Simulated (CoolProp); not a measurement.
Values from CoolProp's reference Helmholtz-energy equation of state, Lemmon 2005. It is a short technical equation, of lower accuracy than the large ones.

Q: For 1-butene, give the phase and the Z, cv (kJ/(kg K)), Joule-Thomson coefficient (K/MPa), isothermal compressibility (1/MPa) at 329.3 K and 23.7 bar; 329.3 K and 100 bar.

A: 
- 329.3 K and 23.7 bar: liquid; Z 0.0881, cv 1.67, Joule-Thomson coefficient -0.116, isothermal compressibility 0.00491
- 329.3 K and 100 bar: liquid; Z 0.360, cv 1.67, Joule-Thomson coefficient -0.233, isothermal compressibility 0.00353
